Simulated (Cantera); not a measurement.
## Aluminium and copper etching: Al + HCl

Charge: 1 mol Al, a varied amount of HCl, held at 0.0130 bar.

These are equilibrium values from Cantera (NASA tables, ideal gas, pure condensed phases), not measurements of a reactor. Candidate condensed phases: Al, AlCl₃; 12 gas species. The tables' values for AlCl₂ are old estimates. Rates play no part.

Question: Map the stable condensed phases over T = 598, 673, 748, 823, 898, 973, 1048, 1123, 1198, 1273, 1348, 1423, 1498 K and n(HCl) in mol = 1.1, 1.4, 1.6, 1.9, 2.3, 2.7, 3.2, 3.8, 4.6.

Answer: 
```
T in K \ n(HCl) in mol
         1.1 1.4 1.6 1.9 2.3 2.7 3.2 3.8 4.6
   1498    A   A   A   A   A   A   A   A   A
   1423    A   A   A   A   A   A   A   A   A
   1348    A   A   A   A   A   A   A   A   A
   1273    A   A   A   A   A   A   A   A   A
   1198    B   A   A   A   A   A   A   A   A
   1123    B   B   B   A   A   A   A   A   A
   1048    B   B   B   B   B   A   A   A   A
    973    B   B   B   B   B   B   A   A   A
    898    B   B   B   B   B   B   A   A   A
    823    B   B   B   B   B   B   A   A   A
    748    B   B   B   B   B   B   A   A   A
    673    B   B   B   B   B   B   A   A   A
    598    B   B   B   B   B   B   A   A   A
```
A: gas only; B: Al.
